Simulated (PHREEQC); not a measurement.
4.1 g of hydrous ferric oxide (600 m²/g; 0.2 weak and 0.005 strong sites per Fe, Dzombak-Morel constants, diffuse double layer) in 1 kg of water with 0.001 mol/kgw of an inert sodium salt and 0.14 mmol/kgw PbCl2, at 25 °C; the pH is set by adding NaOH or the inert anion's acid. O2 is buffered at 0.21 atm. CO2 from the air is kept out. Nothing may precipitate in this run.

Base run: PHREEQC, ion-association model, wateq4f.dat. Each further column changes one thing. The table gives surface charge σ (C/m²).

| pH | base | background salt from 0.001 to 0.0001 mol/kgw | oxide from 4.1 to 20 g/kgw | 0.0012 mol/kgw ZnCl2 added |
|---|---|---|---|---|
| 4 | 0.162 | 0.143 | 0.239 | 0.201 |
| 4.67 | 0.089 | 0.068 | 0.143 | 0.125 |
| 5.33 | 0.045 | 0.027 | 0.071 | 0.072 |
| 6 | 0.021 | 0.010 | 0.030 | 0.038 |
| 6.67 | 0.010 | 0.005 | 0.012 | 0.021 |
| 7.33 | 0.004 | 0.002 | 0.004 | 0.010 |
| 8 | 0.001 | 0.000 | 0.001 | 0.003 |
| 8.67 | -0.003 | -0.002 | -0.003 | -0.002 |
| 9.33 | -0.008 | -0.005 | -0.009 | -0.009 |
| 10 | -0.018 | -0.012 | -0.023 | -0.020 |
| 10.67 | -0.041 | -0.032 | -0.058 | -0.042 |
| 11.33 | -0.094 | -0.087 | -0.128 | -0.085 |
| 12 | -0.206 | -0.203 | -0.241 | -0.171 |
